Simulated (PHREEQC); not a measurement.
A solution holds 0.0081 mol HF, 0.00028 mol KF and 0.031 mol (NH4)2SiF6 per kg of water, at 25 °C. Closed to the air; pH follows from the charge balance.

The numbers come from PHREEQC with the ion-association model, phreeqc.dat.

```
quantity                   before    after
------------------------  -------  -------
pH                           2.71     2.72
ionic strength (mol/kgw)   0.0956  0.00228
HF (mol/kgw)              0.00571  0.00605
F- (mol/kgw)              0.00260  0.00223
HF2- (mol/kgw)            5.69e-5  5.17e-5
```

Question: Which change was made?
A) diluted 2-fold with water
B) (NH4)2SiF6 replaced by HBF4 at the same molality
C) HF left out
D) temperature from 25 to 80 °C
E) (NH4)2SiF6 left out

Answer: E, (NH4)2SiF6 left out

Precipitation was switched off in this run. SiF6-2 is the database's only silicon fluoride.
